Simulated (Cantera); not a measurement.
Cantera run, input and output.

```python
import numpy as np
import cantera as ct

gas = ct.Solution("gri30.yaml")
gas.TPX = 1498, 1400000, {'C3H8': 1, 'O2': 2.27, 'N2': 8.55, 'CO2': 3.3}
reactor = ct.IdealGasConstPressureReactor(gas, energy="on", clone=False)
net = ct.ReactorNet([reactor])
net.rtol, net.atol = 1e-08, 1e-16
show = ['C3H8', 'O2', 'CO2', 'CH2', 'H2O', 'H2', 'NO2']
times = np.geomspace(2e-06, 0.2, 13)

steps = ct.SolutionArray(gas, extra=["t"])
rows = []
print(f"{'t/s':>10s}{'T/K':>9s}{'P/Pa':>11s}" + "".join(f"{s:>11s}" for s in show))
for t in times:
    while net.time < t:
        t_next = net.step()
        steps.append(gas.state, t=t_next)
    rows.append([np.interp(t, steps.t, y) for y in (steps.T, steps.P, *steps(*show).X.T)])
    print(f"{t:10.3e}{rows[-1][0]:9.1f}{rows[-1][1]:11.4g}" + "".join(f"{x:11.3e}" for x in rows[-1][2:]))
rate = np.gradient(steps.T, steps.t)
print("integrator steps:", len(steps.t))
if steps.T.max() > steps.T[0] + 200:
    print(f"time of steepest temperature rise: {steps.t[rate.argmax()]:.4e} s")
gas.TPX = 1498, 1400000, {'C3H8': 1, 'O2': 2.27, 'N2': 8.55, 'CO2': 3.3}
gas.equilibrate("HP")
print(f"equilibrium (HP): T = {gas.T:.1f} K  " + "  ".join(f"{s} {gas[s].X[0]:.3e}" for s in show))
```

Result:

```
       t/s      T/K       P/Pa       C3H8         O2        CO2        CH2        H2O         H2        NO2
 2.000e-06   1494.1    1.4e+06  6.395e-02  1.492e-01  2.178e-01  4.203e-08  5.515e-04  5.114e-04  7.403e-15
 5.220e-06   1493.8    1.4e+06  5.925e-02  1.471e-01  2.167e-01  5.183e-08  2.125e-03  1.737e-03  1.293e-13
 1.363e-05   1503.3    1.4e+06  4.437e-02  1.384e-01  2.132e-01  1.185e-07  8.689e-03  6.519e-03  2.654e-12
 3.557e-05   2269.8    1.4e+06  3.077e-09  1.119e-03  1.494e-01  1.429e-05  1.445e-01  5.247e-02  1.203e-10
 9.283e-05   2252.8    1.4e+06  1.416e-10  1.261e-06  1.224e-01  4.219e-06  1.551e-01  4.980e-02  1.061e-10
 2.423e-04   2237.3    1.4e+06  9.196e-12  8.508e-07  1.102e-01  1.208e-06  1.522e-01  5.735e-02  1.894e-10
 6.325e-04   2229.8    1.4e+06  2.497e-15  7.972e-07  1.057e-01  5.770e-08  1.510e-01  6.072e-02  3.528e-10
 1.651e-03   2229.3    1.4e+06  7.011e-24  8.312e-07  1.055e-01  6.904e-12  1.509e-01  6.088e-02  4.444e-10
 4.309e-03   2229.3    1.4e+06  1.606e-28  8.320e-07  1.055e-01  1.148e-12  1.510e-01  6.087e-02  3.933e-10
 1.125e-02   2229.4    1.4e+06  1.597e-28  8.329e-07  1.055e-01  1.146e-12  1.510e-01  6.087e-02  3.061e-10
 2.936e-02   2229.5    1.4e+06  1.589e-28  8.338e-07  1.055e-01  1.145e-12  1.510e-01  6.087e-02  2.228e-10
 7.662e-02   2229.5    1.4e+06  1.587e-28  8.341e-07  1.055e-01  1.144e-12  1.510e-01  6.086e-02  1.889e-10
 2.000e-01   2229.5    1.4e+06  1.586e-28  8.342e-07  1.055e-01  1.144e-12  1.510e-01  6.086e-02  1.865e-10
integrator steps: 1890
time of steepest temperature rise: 2.3747e-05 s
equilibrium (HP): T = 2229.5 K  C3H8 1.857e-28  O2 8.342e-07  CO2 1.055e-01  CH2 1.226e-12  H2O 1.510e-01  H2 6.086e-02  NO2 1.865e-10
```

Computed with Cantera and GRI-Mech 3.0 (53 species, 325 reactions). GRI-Mech 3.0 was tuned for natural gas; its chemistry of propane as a main component is partial and can be far from experiment. The pressure lies above the range GRI-Mech 3.0 was tuned for (to about 10 atm).
